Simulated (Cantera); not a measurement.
Thermodynamics of abatement and gas-phase synthesis, feed H2S + O2 + N2 + H2O

Charge: 1 mol H2S, a varied amount of O2, 5.7 mol N2, 0.3 mol H2O, at 1198 K and 13.3 mbar.

Method: chemical equilibrium by Gibbs-energy minimisation in Cantera with the NASA 1993 tables (ideal gas, pure condensed phases). Candidate condensed phases: H2O, H2SO4, S; 35 gas species. Gases not in the tables: S3 to S7. Rates play no part.

```
n(O2) (mol)   x N2   x H2O      x O2     x SO2     x H2    x S2    x H2S
-----------  -----  ------  --------  --------  -------  ------  -------
0.07         0.776  0.0596    <1e-12  0.000156   0.0750  0.0467   0.0424
0.095        0.775  0.0662    <1e-12  0.000221   0.0704  0.0477   0.0402
0.13         0.774  0.0753    <1e-12  0.000351   0.0641  0.0490   0.0371
0.18         0.772  0.0880    <1e-12  0.000655   0.0553  0.0509   0.0326
0.24         0.770   0.103    <1e-12   0.00134   0.0455  0.0530   0.0274
0.33         0.766   0.122    <1e-12   0.00366   0.0329  0.0550   0.0202
0.45         0.761   0.138    <1e-12    0.0108   0.0218  0.0544   0.0133
0.62         0.753   0.149  1.20e-12    0.0269   0.0144  0.0480  0.00824
0.84         0.742   0.154  2.63e-12    0.0515   0.0100  0.0363  0.00501
1.1          0.730   0.157  5.40e-12    0.0815  0.00711  0.0215  0.00273
1.6          0.704   0.161    0.0121     0.123  1.54e-7  <1e-12   <1e-12
2.1          0.663   0.151    0.0693     0.115  6.06e-8  <1e-12   <1e-12
2.9          0.607   0.138     0.148     0.105  3.79e-8  <1e-12   <1e-12
```
x: gas mole fraction; nothing condenses.

From 0.07 mol O2 to 2.9 mol O2 nothing is condensed.
